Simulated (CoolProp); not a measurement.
Vapour-liquid equilibrium of CHF3 (R23) (1) + propylene (2) at 239.7 K; x and y are mole fractions of (1).

Model: multi-fluid Helmholtz-energy mixture model, Penoncello 2003 and Lemmon 2013; pair parameters Bell 2016, in CoolProp.

```json
[
 {"x": "0.05", "bubble pressure, mixture model (bar)": "2.853", "bubble pressure, Raoult's law (bar)": "2.204", "y, mixture model": "0.363", "y, Raoult's law": "0.203"},
 {"x": "0.15", "bubble pressure, mixture model (bar)": "4.453", "bubble pressure, Raoult's law (bar)": "2.914", "y, mixture model": "0.611", "y, Raoult's law": "0.460"},
 {"x": "0.25", "bubble pressure, mixture model (bar)": "5.606", "bubble pressure, Raoult's law (bar)": "3.623", "y, mixture model": "0.708", "y, Raoult's law": "0.617"},
 {"x": "0.35", "bubble pressure, mixture model (bar)": "6.426", "bubble pressure, Raoult's law (bar)": "4.333", "y, mixture model": "0.760", "y, Raoult's law": "0.723"},
 {"x": "0.45", "bubble pressure, mixture model (bar)": "7.020", "bubble pressure, Raoult's law (bar)": "5.042", "y, mixture model": "0.794", "y, Raoult's law": "0.798"},
 {"x": "0.55", "bubble pressure, mixture model (bar)": "7.477", "bubble pressure, Raoult's law (bar)": "5.752", "y, mixture model": "0.820", "y, Raoult's law": "0.855"},
 {"x": "0.65", "bubble pressure, mixture model (bar)": "7.860", "bubble pressure, Raoult's law (bar)": "6.461", "y, mixture model": "0.845", "y, Raoult's law": "0.900"},
 {"x": "0.75", "bubble pressure, mixture model (bar)": "8.212", "bubble pressure, Raoult's law (bar)": "7.171", "y, mixture model": "0.873", "y, Raoult's law": "0.936"},
 {"x": "0.85", "bubble pressure, mixture model (bar)": "8.547", "bubble pressure, Raoult's law (bar)": "7.881", "y, mixture model": "0.909", "y, Raoult's law": "0.965"},
 {"x": "0.95", "bubble pressure, mixture model (bar)": "8.840", "bubble pressure, Raoult's law (bar)": "8.590", "y, mixture model": "0.962", "y, Raoult's law": "0.989"}
]
```

The largest gap from Raoult's law is +54.7 % in bubble pressure, at x = 0.25. No azeotrope shows between x = 0.05 and 0.95.

The pair parameters rest on a limited set of measurements; away from them the model extrapolates. With so large a gap from Raoult's law the liquid may split in two, which this calculation doesn't test in full.
